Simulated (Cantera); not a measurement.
Mixture: CO : H2 : O2 : N2 = 1 : 0.081 : 0.3 : 1.13 (molar parts), at 620000 Pa, adiabatic and at constant pressure. Ignition delay is the time to a rise of 400 K.

Cantera simulation using GRI-Mech 3.0 (53 species, 325 reactions); the numbers are that mechanism's predictions, not measurements. The hydrogen kinetics of GRI-Mech 3.0 are dated; newer H2 mechanisms differ, most at raised pressure. Below about 950 K walls govern HO2 and H2O2 in real vessels.

Problem. What does this change do: pressure from 620000 Pa to 1300000 Pa?

Solution. 
| quantity | before | after |
|---|---|---|
| delay at 948 K | 9.53 ms | 8.59 ms |
| delay at 1048 K | 0.707 ms | 0.783 ms |
| delay at 1148 K | 72.2 µs | 0.102 ms |
| delay at 1248 K | 20.8 µs | 19.0 µs |
| apparent activation energy between 1198 and 1298 K | 110 kJ/mol | 170 kJ/mol |
The pressure lies above the range GRI-Mech 3.0 was tuned for (to about 10 atm).
